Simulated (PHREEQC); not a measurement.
**Brine**

Make-up at 25 °C: 0.98 mol/kgw HCl and 0.011 mol/kgw K2SO4. Closed to the air; pH follows from the charge balance.

Model: Pitzer model, pitzer.dat, run in PHREEQC.

Precipitation was switched off in this run.

Question: Predict the pH.

Answer: pH -0.02.

Question: In which forms is S present?

Answer: HSO4- 78 %, SO4-2 22 % of the S.
